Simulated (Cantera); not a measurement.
An adiabatic, constant-volume homogeneous reactor starts with CH4 : C2H6 : C3H8 : O2 : N2 = 1 : 0.047 : 0.059 : 2.48 : 9.19 (molar parts), equivalence ratio 0.99, at 1275 K and 1.01 bar.

Computed with Cantera and GRI-Mech 3.0 (53 species, 325 reactions).

Question: Predict: time of steepest temperature rise; temperature at 8.00 s; equilibrium temperature; x(CO) at 8.00 s; x(CO2) at 8.00 s; x(H) at 8.00 s; x(NO) at 8.00 s.

Answer: 
| Property | Result |
|---|---|
| time of steepest temperature rise | 2.81 ms |
| temperature at 8.00 s | 2852 K |
| equilibrium temperature | 2852 K |
| x(CO) at 8.00 s | 0.0436 (gas-phase equilibrium 0.0436) |
| x(CO2) at 8.00 s | 0.0508 (gas-phase equilibrium 0.0508) |
| x(H) at 8.00 s | 0.00844 (gas-phase equilibrium 0.00844) |
| x(NO) at 8.00 s | 0.0114 (gas-phase equilibrium 0.0114) |
